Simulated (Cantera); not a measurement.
An adiabatic, constant-pressure homogeneous reactor starts with CH4 : CO : O2 : N2 = 1 : 0.41 : 6.42 : 24.2 (molar parts), at 1775 K and 0.380 bar.

Computed with Cantera and GRI-Mech 3.0 (53 species, 325 reactions).

### Question
Predict: time of steepest temperature rise; temperature at 5.00 s; equilibrium temperature; x(CO) at 5.00 s; x(O2) at 5.00 s; x(NO2) at 5.00 s; x(OH) at 5.00 s.

### Answer
* **time of steepest temperature rise**: 0.308 ms
* **temperature at 5.00 s**: 2389 K
* **equilibrium temperature**: 2389 K
* **x(CO) at 5.00 s**: 0.00373 (gas-phase equilibrium 0.00373)
* **x(O2) at 5.00 s**: 0.123 (gas-phase equilibrium 0.123)
* **x(NO2) at 5.00 s**: 6.61e-6 (gas-phase equilibrium 6.61e-6)
* **x(OH) at 5.00 s**: 0.00846 (gas-phase equilibrium 0.00846)
